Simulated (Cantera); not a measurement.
Input: 1 mol Al, 1.4 mol H2O, 14 mol H2, equilibrated at 1025 °C and 0.100 bar.

Equilibrium computed with Cantera from the NASA thermochemical tables; the gas is ideal and each condensed phase is pure. Candidate condensed phases: Al, Al2O3, H2O; 19 gas species. Mutual solubility and eutectic melting of coexisting phases are not modelled. Rates play no part.

Base state: H2 1.000 (mole fractions); condensed: Al(l) + Al2O3(s).

Problem. What changes in the equilibrium state with this change: temperature from 1025 °C to 1652 °C?

Solution. 
```tsv
species	before	after
H2	1.000	0.993
H	3.40e-6	0.00301
Al	2.80e-6	0.00189
AlOH	1.07e-9	1.77e-5
H2O	<1e-9	1.05e-5
Al2O	8.44e-7	0.00166
Al(l), mol	0.0666	0
Al2O3(s), mol	0.467	0.458
```
The tables' values for AlOH are old estimates; treat these amounts as uncertain.
